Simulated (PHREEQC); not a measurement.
A solution holds 0.0079 mol/kgw CaSO4 and 0.0006 mol/kgw CO2, at 25 °C. Closed to the air; pH follows from the charge balance.

Model: ion-association model, phreeqc.dat, run in PHREEQC.

| quantity | before | after |
|---|---|---|
| pH | 4.84 | 4.80 |
| SO4-2 (mol/kgw) | 0.00592 | 0.000730 |
| HSO4- (mol/kgw) | 5.35e-6 | 9.38e-7 |

Q: Which change was made?
A) CaSO4 replaced by KHSO4 at the same molality
B) temperature from 25 to 5 °C
C) CaSO4 from 0.0079 to 0.00079 mol/kgw
D) diluted 5-fold with water
E) CO2 from 0.0006 to 0.00012 mol/kgw

A: C, CaSO4 from 0.0079 to 0.00079 mol/kgw

No solid was allowed to form.
